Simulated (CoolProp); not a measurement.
Vapour-liquid equilibrium of R125 (1) + isobutane (2) at 258.5 K; x and y are mole fractions of (1).

Computed with CoolProp (multi-fluid Helmholtz-energy mixture model, Lemmon 2005 and Bücker 2006; pair parameters Bell 2016).

```
x     bubble pressure, mixture model (bar)  bubble pressure, Raoult's law (bar)  y, mixture model  y, Raoult's law
----  ------------------------------------  -----------------------------------  ----------------  ---------------
0.05                                 1.520                                1.063             0.420            0.193
0.2                                  2.804                                1.543             0.711            0.532
0.35                                 3.452                                2.022             0.784            0.710
0.5                                  3.754                                2.502             0.815            0.820
0.65                                 3.921                                2.982             0.837            0.894
0.8                                  4.059                                3.461             0.870            0.948
0.95                                 4.136                                3.941             0.948            0.989
```

The largest gap from Raoult's law is +81.7 % in bubble pressure, at x = 0.2. y crosses x between x = 0.8 and 0.95: the model has an azeotrope there.

Pair parameters are fitted to limited data, so mixtures are less certain than the pure fluids. With so large a gap from Raoult's law the liquid may split in two, which this calculation doesn't test in full.
